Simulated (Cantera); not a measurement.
Charge: 1 mol Si₃N₄, 2.2 mol CO₂, 30 mol H₂, held at 0.000790 bar.

These are equilibrium values from Cantera (NASA tables, ideal gas, pure condensed phases), not measurements of a reactor. Candidate condensed phases: C, C₆H₆, C₇H₈, C₈H₁₈, H₂O, Si, SiC, SiO₂, Si₂N₂O, Si₃N₄; 151 gas species. Mutual solubility and eutectic melting of coexisting phases are not modelled. The tables hold silica as quartz up to 1696 K and as liquid above; real silica turns to tridymite and cristobalite and melts near 1996 K. Equilibrium is a limit: real reactors are often held back by kinetics, nucleation or transport.

Question: At 1448 K, list the 4 most abundant gas species with their mole fractions, and the condensed phases.

Answer: H₂ 0.882, CO 0.0647, N₂ 0.0293, SiO 0.0233. Condensed: SiO₂(β-quartz) + Si₂N₂O(s).
